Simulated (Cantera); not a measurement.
An adiabatic, constant-pressure homogeneous reactor starts with CH4 : C2H6 : C3H8 : O2 : N2 = 1 : 0.11 : 0.077 : 2.31 : 12 (molar parts), equivalence ratio 1.2, at 1775 K and 3.40 bar.

Model: GRI-Mech 3.0 (53 species, 325 reactions), integrated in Cantera.

Q: Predict: time of steepest temperature rise; temperature at 1.00 s; equilibrium temperature; x(O) at 1.00 s; x(NO) at 1.00 s.

A: 
```
Quantity                                                             Value
---------------------------------  ---------------------------------------
time of steepest temperature rise                                  15.2 µs
temperature at 1.00 s                                               2843 K
equilibrium temperature                                             2843 K
x(O) at 1.00 s                     0.00248 (gas-phase equilibrium 0.00248)
x(NO) at 1.00 s                    0.00582 (gas-phase equilibrium 0.00582)
```
